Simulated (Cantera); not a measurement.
A closed system holds: 1 mol SiCl4, 0.21 mol NH3, 3.2 mol N2, at 2023 K and 0.000310 bar.

Cantera equilibrium calculation (NASA polynomials, part measured and part estimated; ideal gas, pure solids and liquids). Candidate condensed phases: NH4Cl, Si, Si3N4; 28 gas species. The tables' values for SiCl, SiCl3 are old estimates; treat these amounts as uncertain. Kinetics and transport are ignored.

Base state: N2 0.520, Cl 0.225, SiCl2 0.152, HCl 0.0933, H 0.00359, SiCl 0.00200, SiCl3 0.00159, Si 0.00152 (mole fractions); condensed: gas only.

Question: What changes in the equilibrium state with this change: SiCl4 replaced by trisilylamine?

Answer: 
```csv
species,before,after
H2,0.00111,0.400
N2,0.520,0.343
Si,0.00152,0.184
Cl,0.225,0
SiCl2,0.152,0
HCl,0.0933,0
H,0.00359,0.0682
SiCl,0.00200,0
SiCl3,0.00159,0
Si3,<1e-9,0.000426
"Si(l), mol",0,0.876
```
The feed counts by its element totals alone. The tables' values for SiN are old estimates; treat these amounts as uncertain. Gases not in the tables: Si2H6 and higher silanes.
